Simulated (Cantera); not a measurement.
Cantera run:

```python
import numpy as np
import cantera as ct

gas_names = """
    C CN C2 CCN CNC C2N2 C3 C4 C4N2 C5 N N2 Si SiC SiC2 SiN Si2 Si2C Si2N Si3
""".split()
cond_names = """
    C(gr) Si(cr) Si(L) SiC(b) Si3N4(a)
""".split()


# ... load() reads the species with a 1 bar reference pressure and builds the phases ...
atoms = {
    'SiC': {'Si': 1, 'C': 1},
    'C': {'C': 1},
    'N2': {'N': 2},
}
top_T = {'C(gr)': 4500, 'SiC(b)': 3050, 'Si3N4(a)': 2400}  # K; cautious upper limits of use, not melting points


# ... equilibrate(T, P, feed) seeds the gas with the atoms and calls Mixture.equilibrate('TP', solver="vcs", rtol=1e-11, max_steps=5000) ...
results = []
feed = {'SiC': 1, 'C': 0.73, 'N2': 1.9}  # mol
T = 2448  # K
P = 33000  # Pa
mix = equilibrate(T, P, feed)
results.append((T, P, feed, dict(zip(mix.species_names, mix.species_moles))))
print(gas.report(threshold=0.001))
for i in range(1, mix.n_phases):
    print(f"{mix.phase(i).name:16s} {mix.phase_moles(i):12.5e} mol")
```

It prints:

```
       temperature   2448 K
          pressure   33000 Pa
           density   0.045461 kg/m^3
  mean mol. weight   28.04 kg/kmol
   phase of matter   gas

                          1 kg             1 kmol
                     ---------------   ---------------
          enthalpy        2.6335e+06        7.3842e+07  J
   internal energy        1.9076e+06        5.3489e+07  J
           entropy            9586.5         2.688e+05  J/K
    Gibbs function       -2.0834e+07       -5.8419e+08  J
 heat capacity c_p            1306.8             36641  J/K
 heat capacity c_v            1010.2             28327  J/K

                      mass frac. Y      mole frac. X     chem. pot. / RT
                     ---------------   ---------------   ---------------
                N2             0.996           0.99691           -28.753
                Si         0.0020477         0.0020444           -8.5479
     [  +18 minor]         0.0019563         0.0010475

C(gr)             7.33456e-01 mol
Si(L)             0.00000e+00 mol
SiC(b)            9.93883e-01 mol
```

Method: chemical equilibrium by Gibbs-energy minimisation in Cantera with the NASA 1993 tables (ideal gas, pure condensed phases). The tables' values for SiN are old estimates; treat these amounts as uncertain.
